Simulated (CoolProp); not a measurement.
Vapour-liquid equilibrium of ethane (1) + CHF3 (R23) (2) at 960 kPa; x and y are mole fractions of (1).

The numbers come from the multi-fluid Helmholtz-energy mixture model, Bücker 2006 and Penoncello 2003; pair parameters Bell 2016 in CoolProp.

Question: Give the bubble temperature and the first vapour's composition at x = 0.35, 0.5, 0.725. Is there an azeotrope?

Answer: x = 0.35: -45.6 °C, y = 0.482; x = 0.5: -45.9 °C, y = 0.518; x = 0.725: -45.2 °C, y = 0.588. y crosses x between x = 0.5 and 0.575: the model has an azeotrope there.

The pair parameters rest on a limited set of measurements; away from them the model extrapolates. With so large a gap from Raoult's law the liquid may split in two, which this calculation doesn't test in full.
